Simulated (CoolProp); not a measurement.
Isobutane at 293.15 K and 0.119 MPa flows at 8.7 m/s in a round tube of 6 mm bore and 1.5 µm roughness, fully developed (64/Re and Nu = 3.66 if laminar; Colebrook and Gnielinski if turbulent). Each further row changes one setting.

Computed with CoolProp (reference Helmholtz-energy equation of state, Bücker 2006).

| case | Reynolds number | Darcy friction factor | pressure drop (Pa/m) | heat-transfer coefficient (W/(m² K)) | mass flow (kg/h) |
|---|---|---|---|---|---|
| as stated | 20800 | 0.0262 | 485 | 152 | 2.60 |
| velocity 17.4 m/s | 41600 | 0.0226 | 1670 | 266 | 5.20 |
| diameter 12 mm | 41600 | 0.0222 | 205 | 131 | 10.4 |

Viscosity comes from a separate model (Vogel 2000). Thermal conductivity comes from a separate model (Perkins 2002).
